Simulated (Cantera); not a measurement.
Cantera with NASA thermochemical tables; ideal gases at 1 bar, condensed phases pure. Values are per mole of reaction as written; species without (g) are pure solids or liquids, kept so even where they would boil at 1 bar. VN: taken at fixed stoichiometry.

2 V2O3 + 4 N(g) = 3 O2(g) + 4 VN, with ΔH° = -321.8 kJ and ΔS° = -45.3 J/K at 300 K.

### Question
How far is the shortcut ΔG° ≈ ΔH°(300 K) − T·ΔS°(300 K) from the full temperature-dependent value at 548, 748, 948, 1148, 1348, 1548 K?

### Answer
```tsv
T (K)	shortcut (kJ)	full (kJ)	difference (kJ)	difference in log10 K
548	-297.0	-292.6	-4.4	0.42
748	-287.9	-275.4	-12.5	0.87
948	-278.9	-255.9	-22.9	1.26
1148	-269.8	-234.7	-35.1	1.60
1348	-260.7	-212.0	-48.7	1.89
1548	-251.7	-188.2	-63.5	2.14
```
The shortcut ignores the heat-capacity change of the reaction.
